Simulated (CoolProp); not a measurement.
A Linde-Hampson liquefier for nitrogen: isothermal reversible compression at 300 K from 1 atm to 10 MPa, throttling to 1 atm, return gas leaving the recuperator 2 K below the feed. Each further row changes one setting.

Values from CoolProp's reference Helmholtz-energy equation of state, Span 2000.

| case | liquid yield per pass | compression work (kJ/kg of gas) |
|---|---|---|
| as stated | 0.040 | 408 |
| high pressure 20 MPa | (withheld) | (withheld) |
| warm-end temperature 330 K | 0.028 | (withheld) |
| warm-end gap 7 K | 0.028 | 408 |

Question: Fill in the missing entries.

Answer: 
- high pressure 20 MPa, liquid yield per pass: 0.070
- high pressure 20 MPa, compression work (kJ/kg of gas): 472
- warm-end temperature 330 K, compression work (kJ/kg of gas): 451
